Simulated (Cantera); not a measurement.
Cantera with NASA thermochemical tables; ideal gases at 1 bar, condensed phases pure. Values are per mole of reaction as written; species without (g) are pure solids or liquids, kept so even where they would boil at 1 bar.

N₂(g) + 2 MgO ⇌ 2 Mg + 2 NO(g)

```csv
T (K),ΔH° (kJ),ΔS° (J/K),ΔG° (kJ),log10 K
1123,?,?,?,?
1273,1399.8,256.1,1073.8,-44.06
1423,?,?,?,?
1573,?,?,?,?
1723,1398.8,255.5,958.7,-29.06
```

**Question.** Some entries are withheld; supply them.

**Answer.** 
- 1123, ΔH° (kJ): 1399.8
- 1123, ΔS° (J/K): 256.1
- 1123, ΔG° (kJ): 1112.2
- 1123, log10 K: -51.73
- 1423, ΔH° (kJ): 1399.6
- 1423, ΔS° (J/K): 256.0
- 1423, ΔG° (kJ): 1035.4
- 1423, log10 K: -38.01
- 1573, ΔH° (kJ): 1399.3
- 1573, ΔS° (J/K): 255.8
- 1573, ΔG° (kJ): 997.0
- 1573, log10 K: -33.11
